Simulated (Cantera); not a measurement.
# Abatement and gas-phase synthesis: N2O + H2 + N2

Charge: 1 mol N2O, 0.79 mol H2, 0.28 mol N2, equilibrated at 1.33 mbar.

Cantera equilibrium calculation (NASA polynomials, part measured and part estimated; ideal gas, pure solids and liquids). Candidate condensed phases: H2O; 24 gas species. Rates play no part.

| T (°C) | log p N2 | log p H | log p H2O | log p O | log p H2 | log p O2 | log p OH |
|---|---|---|---|---|---|---|---|
| 1377 | -3.11 | -7.12 | -3.32 | -6.69 | -6.15 | -4.20 | -5.63 |
| 1527 | -3.11 | -6.19 | -3.32 | -6.02 | -5.49 | -4.20 | -5.20 |
| 1677 | -3.11 | -5.41 | -3.34 | -5.45 | -4.95 | -4.20 | -4.85 |
| 1827 | -3.12 | -4.77 | -3.38 | -4.95 | -4.52 | -4.18 | -4.55 |
| 1977 | -3.14 | -4.24 | -3.48 | -4.50 | -4.22 | -4.14 | -4.32 |
| 2127 | -3.18 | -3.83 | -3.67 | -4.12 | -4.06 | -4.12 | -4.18 |
| 2277 | -3.24 | -3.54 | -4.04 | -3.83 | -4.07 | -4.19 | -4.17 |
| 2427 | -3.30 | -3.38 | -4.62 | -3.64 | -4.26 | -4.39 | -4.32 |
| 2577 | -3.33 | -3.31 | -5.36 | -3.54 | -4.59 | -4.71 | -4.61 |
| 2727 | -3.35 | -3.28 | -6.16 | -3.50 | -4.96 | -5.10 | -4.96 |
| 2877 | -3.35 | -3.27 | -6.92 | -3.48 | -5.32 | -5.49 | -5.31 |
| 3027 | -3.35 | -3.27 | -7.64 | -3.47 | -5.66 | -5.86 | -5.64 |
log p: log10 of the partial pressure in bar; nothing condenses.

From 1377 °C to 3027 °C nothing is condensed.
